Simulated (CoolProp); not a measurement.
Values from CoolProp's reference Helmholtz-energy equation of state, Polt 1992. This equation is an older, rougher fit; its heat capacities, sound speeds and derivatives of the liquid may be far off and weren't checked against measurements.

Q: Give the vapour pressure (MPa), liquid density (kg/m³), surface tension (mN/m) of saturated propyne at 55.35, 58.35, 79.25 °C.

A: 
| T (°C) | p (MPa) | liquid density (kg/m³) | surface tension (mN/m) |
|---|---|---|---|
| 55.35 | 1.29 | 560 | 7.52 |
| 58.35 | 1.39 | 554 | 7.16 |
| 79.25 | 2.21 | 513 | 4.70 |

Surface tension comes from a separate correlation (Mulero 2012).
